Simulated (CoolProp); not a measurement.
A simple Rankine cycle with n-pentane: condensing at 317.15 K, boiler at 2.91 MPa, turbine inlet 462.2 K, turbine efficiency 0.8, pump efficiency 0.7, no recuperator. Each further row changes one setting.

The numbers come from the reference Helmholtz-energy equation of state, Thol 2019 in CoolProp.

| case | thermal efficiency (%) | net work (kJ/kg) | heat in (kJ/kg) | turbine exit temperature (K) | volume ratio over the turbine |
|---|---|---|---|---|---|
| as stated | 16.2 | 88.9 | 550 | … | 34.5 |
| turbine inlet 482.2 K | 16.1 | … | … | 405.0 | 28.1 |
| condensing temperature 309.15 K | 17.1 | 97.4 | 569 | 369.8 | … |
| boiler pressure 2.04 MPa | … | … | … | 398.3 | 17.9 |
| turbine efficiency 0.7 | 14.0 | 76.9 | 550 | … | 35.1 |

### Question
Some entries are withheld; supply them.

### Answer

- as stated, turbine exit temperature (K): 374.5
- turbine inlet 482.2 K, net work (kJ/kg): 101
- turbine inlet 482.2 K, heat in (kJ/kg): 626
- condensing temperature 309.15 K, volume ratio over the turbine: 44.7
- boiler pressure 2.04 MPa, thermal efficiency (%): 15.1
- boiler pressure 2.04 MPa, net work (kJ/kg): 90.5
- boiler pressure 2.04 MPa, heat in (kJ/kg): 601
- turbine efficiency 0.7, turbine exit temperature (K): 380.4
